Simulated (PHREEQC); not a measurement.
Consider water at 20 °C with 0.62 mol/kgw HF, 0.21 mol/kgw KOH and 0.022 mol/kgw NaCl. Closed to the air; pH follows from the charge balance.

Computed with PHREEQC (ion-association model, wateq4f.dat).

```json
[
 {"quantity": "pH", "before": "2.87", "after": "2.87"},
 {"quantity": "HF (mol/kgw)", "before": "0.160", "after": "0.104"},
 {"quantity": "F- (mol/kgw)", "before": "0.130", "after": "0.0764"},
 {"quantity": "H2F2 (mol/kgw)", "before": "0.0839", "after": "0.0346"},
 {"quantity": "HF2- (mol/kgw)", "before": "0.0808", "after": "0.0300"},
 {"quantity": "SI of Halite (NaCl)", "before": "-5.19", "after": "-5.73"}
]
```

### Question
What was changed between the two runs?
A. KOH from 0.21 to 0.231 mol/kgw
B. diluted 2-fold with water
C. NaCl from 0.022 to 0.033 mol/kgw
D. diluted 5-fold with water
E. diluted 100-fold with water

### Answer
B, diluted 2-fold with water

Precipitation was switched off in this run. wateq4f.dat counts part of the HF as a dimer, H2F2, which phreeqc.dat doesn't know; its constant is uncertain.
